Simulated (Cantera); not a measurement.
An isothermal plug-flow reactor at 1075 K and 0.400 bar (inlet), inlet velocity 2.4 m/s, active area per volume 1300 1/m; feed CH4 : O2 : N2 : H2O = 0.0043 : 0.01 : 0.79 : 0.08 (molar parts), equivalence ratio 0.86.

Cantera simulation using Deutschmann's 1995 Pt surface mechanism with GRI-Mech 3.0 gas chemistry; the numbers are that mechanism's predictions, not measurements. Catalytic surfaces can have several steady states; this one follows from the mechanism file's or the stated starting coverage. Mass transfer to the wall is taken as infinitely fast.

Q: What does this change do: pressure from 0.400 bar to 135 Torr?

A: 
| quantity | before | after |
|---|---|---|
| x(CH4) at z = 0.0037 m | 0.00120 | 0.000795 |
| x(O2) at z = 0.0037 m | 0.00400 | 0.00319 |
| x(H2O) at z = 0.0037 m | 0.0978 | 0.0986 |
| x(CO2) at z = 0.0037 m | 0.00365 | 0.00406 |
| x(CO) at z = 0.0037 m | 1.81e-6 | 1.47e-6 |
| θ(free Pt) at the exit | 0.561 | 0.629 |
| θ(O*) at the exit | 0.435 | 0.369 |
| θ(OH*) at the exit | 0.00345 | 0.00226 |
